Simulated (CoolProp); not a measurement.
The fluid at 298.15 K and 7.09 MPa flows at 0.06 m/s in a round tube of 1 mm bore and 45 µm roughness, fully developed (64/Re and Nu = 3.66 if laminar; Colebrook and Gnielinski if turbulent). The same conditions are run with several fluids, on thermodynamics alone (safety and materials aside).

Computed with CoolProp (reference Helmholtz-energy equation of state of each fluid (propylene: Lemmon 2013; n-octane: Beckmüller 2019; CH2F2 (R32): Tillner-Roth 1997; R507A: Lemmon 2003; p-xylene: Zhou 2012)). Blends and air are pseudo-pure fits.

| fluid | Reynolds number | Darcy friction factor | pressure drop (Pa/m) | heat-transfer coefficient (W/(m² K)) | mass flow (kg/h) |
|---|---|---|---|---|---|
| propylene | 300 | 0.214 | 201 | ? | 0.0888 |
| n-octane | 76.9 | ? | 1060 | ? | 0.120 |
| CH2F2 (R32) | 483 | 0.133 | 237 | 512 | 0.168 |
| R507A | 436 | 0.147 | 291 | 261 | 0.187 |
| p-xylene | 80.6 | 0.794 | ? | 472 | 0.146 |

Some entries are withheld; supply them.


- propylene, heat-transfer coefficient (W/(m² K)): 430
- n-octane, Darcy friction factor: 0.832
- n-octane, heat-transfer coefficient (W/(m² K)): 467
- p-xylene, pressure drop (Pa/m): 1230

Transport values come from each fluid's own correlations; those of propylene, CH2F2 (R32) are estimates that may be off by 10 % or more.
